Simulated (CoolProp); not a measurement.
Vapour-liquid equilibrium of benzene (1) + n-octane (2) at 0.174 MPa; x and y are mole fractions of (1).

Computed with CoolProp (multi-fluid Helmholtz-energy mixture model, Thol 2012 and Beckmüller 2019; pair parameters Bell 2016).

Problem. Give the bubble temperature and the first vapour's composition at x = 0.65, 0.75, 0.95. Is there an azeotrope?

Solution. x = 0.65: 381.1 K, y = 0.857; x = 0.75: 378.1 K, y = 0.901; x = 0.95: 373.0 K, y = 0.980. No azeotrope shows between x = 0.05 and 0.95.

Pair parameters are fitted to limited data, so mixtures are less certain than the pure fluids.
